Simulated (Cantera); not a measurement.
A closed system holds: 1 mol SiCl₄, 0.4 mol NO, 1.2 mol H₂, equilibrated at 652 °C and 97.5 Torr.

Equilibrium computed with Cantera from the NASA thermochemical tables; the gas is ideal and each condensed phase is pure. Candidate condensed phases: H₂O, NH₄Cl, Si, SiO₂, Si₂N₂O, Si₃N₄; 47 gas species. The numbers say what is thermodynamically allowed, not how fast it happens.

Base state: HCl 0.730, SiCl₄ 0.188, H₂ 0.0799, N₂ 0.00193, SiHCl₃ 7.48e-5 (mole fractions); condensed: SiO₂(β-quartz) + Si₂N₂O(s).

Question: What changes in the equilibrium state with this change: SiCl₄ replaced by SiF₄?

Answer: 
```json
[
 {"species": "SiF₄", "before": "0", "after": "0.353"},
 {"species": "H₂", "before": "0.0799", "after": "0.318"},
 {"species": "HF", "before": "0", "after": "0.179"},
 {"species": "HCl", "before": "0.730", "after": "0"},
 {"species": "SiCl₄", "before": "0.188", "after": "0"},
 {"species": "H₂O", "before": "5.00e-7", "after": "0.0699"},
 {"species": "N₂", "before": "0.00193", "after": "0.0796"},
 {"species": "SiHCl₃", "before": "7.48e-5", "after": "0"},
 {"species": "SiO₂(β-quartz), mol", "before": "0.103", "after": "0.112"},
 {"species": "Si₂N₂O(s), mol", "before": "0.195", "after": "0"}
]
```
